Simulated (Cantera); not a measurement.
An isothermal, constant-pressure homogeneous reactor starts with CH4 : N2 = 1 : 21 (molar parts), at 1573 K and 20.0 Torr. Integrator tolerance rtol = 1e-08.

Computed with Cantera and GRI-Mech 3.0 (53 species, 325 reactions). GRI-Mech 3.0 stops at C3 and has no aromatics, soot or wall deposition, so with more carbon than oxygen in the feed, carbon stays in small species such as C2H2 where larger ones or solid carbon would form. Radical loss at walls, strong at low pressure, is not modelled.

### Question
What does this change do: pressure from 20.0 Torr to 50.3 Torr?

### Answer
| quantity | before | after |
|---|---|---|
| x(CH4) at 5.00 s | 0.00500 (gas-phase equilibrium 1.21e-5) | 0.00320 (gas-phase equilibrium 3.05e-5) |
| x(C2H4) at 5.00 s | 2.62e-5 (gas-phase equilibrium 1.15e-6) | 1.88e-5 (gas-phase equilibrium 2.88e-6) |
| x(CH3) at 5.00 s | 7.36e-5 (gas-phase equilibrium 2.42e-7) | 3.53e-5 (gas-phase equilibrium 3.84e-7) |
| x(CH2) at 5.00 s | 4.67e-8 (gas-phase equilibrium 2.15e-10) | 1.71e-8 (gas-phase equilibrium 2.15e-10) |
| x(C2H2) at 5.00 s | 0.0193 (gas-phase equilibrium 0.00469) | 0.0202 (gas-phase equilibrium 0.00469) |
| x(C2H) at 5.00 s | 4.08e-8 (gas-phase equilibrium 1.33e-8) | 3.19e-8 (gas-phase equilibrium 8.40e-9) |
| x(H2) at 5.00 s | 0.0579 (gas-phase equilibrium 0.0652) | 0.0606 (gas-phase equilibrium 0.0651) |

### Question
What does this change do: temperature 1573 to 1623 K?

### Answer
| quantity | before | after |
|---|---|---|
| x(CH4) at 5.00 s | 0.00500 (gas-phase equilibrium 1.21e-5) | 0.00140 (gas-phase equilibrium 7.37e-6) |
| x(C2H4) at 5.00 s | 2.62e-5 (gas-phase equilibrium 1.15e-6) | 6.21e-6 (gas-phase equilibrium 7.01e-7) |
| x(CH3) at 5.00 s | 7.36e-5 (gas-phase equilibrium 2.42e-7) | 4.08e-5 (gas-phase equilibrium 2.50e-7) |
| x(CH2) at 5.00 s | 4.67e-8 (gas-phase equilibrium 2.15e-10) | 5.48e-8 (gas-phase equilibrium 3.99e-10) |
| x(C2H2) at 5.00 s | 0.0193 (gas-phase equilibrium 0.00469) | 0.0210 (gas-phase equilibrium 0.00446) |
| x(C2H) at 5.00 s | 4.08e-8 (gas-phase equilibrium 1.33e-8) | 1.15e-7 (gas-phase equilibrium 2.83e-8) |
| x(H2) at 5.00 s | 0.0579 (gas-phase equilibrium 0.0652) | 0.0631 (gas-phase equilibrium 0.0651) |
